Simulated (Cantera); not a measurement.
# Moist CO burnout

A perfectly stirred reactor is fed with 0.564 % CO, 1.55 % O2, 0.700 % H2O, 97.2 % N2, equivalence ratio 0.18, at 100000 Pa; it is held at 1475 K, and followed from long to short residence time.

Cantera simulation using GRI-Mech 3.0 (53 species, 325 reactions); the numbers are that mechanism's predictions, not measurements.

| τ (s) | x CO | x O2 | x H2O | x HO2 | x NO | x CO2 |
|---|---|---|---|---|---|---|
| 0.97 | 4.45e-5 | 0.0128 | 0.00699 | 1.73e-7 | 1.78e-6 | 0.00561 |
| 0.57 | 6.37e-5 | 0.0128 | 0.00698 | 2.35e-7 | 1.76e-6 | 0.00559 |
| 0.33 | 9.20e-5 | 0.0128 | 0.00697 | 3.20e-7 | 1.68e-6 | 0.00556 |
| 0.20 | 0.000129 | 0.0128 | 0.00696 | 4.17e-7 | 1.55e-6 | 0.00552 |
| 0.11 | 0.000191 | 0.0128 | 0.00695 | 5.61e-7 | 1.36e-6 | 0.00546 |
| 0.067 | 0.000265 | 0.0128 | 0.00693 | 7.03e-7 | 1.19e-6 | 0.00539 |
| 0.039 | 0.000376 | 0.0129 | 0.00691 | 8.80e-7 | 1.02e-6 | 0.00527 |
| 0.023 | 0.000527 | 0.0129 | 0.00688 | 1.07e-6 | 8.78e-7 | 0.00512 |
| 0.013 | 0.000752 | 0.0130 | 0.00684 | 1.28e-6 | 7.57e-7 | 0.00490 |
| 0.0079 | 0.00102 | 0.0131 | 0.00680 | 1.46e-6 | 6.71e-7 | 0.00463 |
x: mole fraction; the columns are a selection and need not sum to one.
